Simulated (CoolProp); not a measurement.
Values from CoolProp's reference Helmholtz-energy equation of state, Schroeder 2014.

### Question
Give the vapour pressure (kPa), liquid density (kg/m³), vapour density (kg/m³) of saturated ethanol at 359, 427.6 K.

### Answer
```tsv
T (K)	p (kPa)	liquid density (kg/m³)	vapour density (kg/m³)
359	135	729	2.17
427.6	1100	642	16.8
```
